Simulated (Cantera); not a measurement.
**Thermodynamics of hydrogen reduction and annealing atmospheres, feed FeS + H2**

Input: 1 mol FeS, a varied amount of H2, equilibrated at 1050 K and 0.100 bar.

Cantera equilibrium calculation (NASA polynomials, part measured and part estimated; ideal gas, pure solids and liquids). Candidate condensed phases: Fe, FeS, FeS2, S; 8 gas species. Mutual solubility and eutectic melting of coexisting phases are not modelled. FeS: taken at fixed stoichiometry. Rates play no part.

| n(H2) (mol) | x H2 | x H2S | x SH | x H | n Fe(α) | n FeS(s) |
|---|---|---|---|---|---|---|
| 15 | 0.998 | 0.00160 | 7.86e-8 | 2.56e-8 | 0.0241 | 0.976 |
| 26 | 0.998 | 0.00160 | 7.86e-8 | 2.56e-8 | 0.0417 | 0.958 |
| 46 | 0.998 | 0.00160 | 7.86e-8 | 2.56e-8 | 0.0738 | 0.926 |
| 81 | 0.998 | 0.00160 | 7.86e-8 | 2.56e-8 | 0.130 | 0.870 |
| 140 | 0.998 | 0.00160 | 7.86e-8 | 2.56e-8 | 0.225 | 0.775 |
| 250 | 0.998 | 0.00160 | 7.86e-8 | 2.56e-8 | 0.401 | 0.599 |
| 430 | 0.998 | 0.00160 | 7.86e-8 | 2.56e-8 | 0.690 | 0.310 |
| 760 | 0.999 | 0.00132 | 6.45e-8 | 2.56e-8 | 1.00 | 0 |
| 1300 | 0.999 | 0.000769 | 3.77e-8 | 2.56e-8 | 1.00 | 0 |
| 2300 | 1.000 | 0.000435 | 2.13e-8 | 2.56e-8 | 1.00 | 0 |
x: gas mole fraction; n: condensed amount in mol.

From 15 mol H2 to 430 mol H2 the condensed part is Fe(α) + FeS(s). From 760 mol H2 to 2300 mol H2 the condensed part is Fe(α).
